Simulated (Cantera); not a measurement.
Input: 1 mol SiF4, a varied amount of C2H2, 82 mol H2, at 1152 °C and 4000 Pa.

These are equilibrium values from Cantera (NASA tables, ideal gas, pure condensed phases), not measurements of a reactor. Candidate condensed phases: C, C6H6, C7H8, C8H18, Si, SiC; 113 gas species. The numbers say what is thermodynamically allowed, not how fast it happens.

Which condensed phases are stable at each of these points (n(C2H2) (mol)): 0.0053, 0.0075, 0.01, 0.015, 0.02, 0.029, 0.04, 0.056, 0.079, 0.11?


| n(C2H2) (mol) | condensed phases | Si condensed (%) |
|---|---|---|
| 0.0053 | SiC(s) | 0.9 |
| 0.0075 | SiC(s) | 1.3 |
| 0.01 | SiC(s) | 1.8 |
| 0.015 | SiC(s) | 2.7 |
| 0.02 | SiC(s) | 3.7 |
| 0.029 | SiC(s) | 5.3 |
| 0.04 | SiC(s) | 7.1 |
| 0.056 | C(graphite) + SiC(s) | 8.2 |
| 0.079 | C(graphite) + SiC(s) | 8.2 |
| 0.11 | C(graphite) + SiC(s) | 8.2 |

From 0.0053 mol C2H2 to 0.04 mol C2H2 the condensed part is SiC(s). From 0.056 mol C2H2 to 0.11 mol C2H2 the condensed part is C(graphite) + SiC(s).
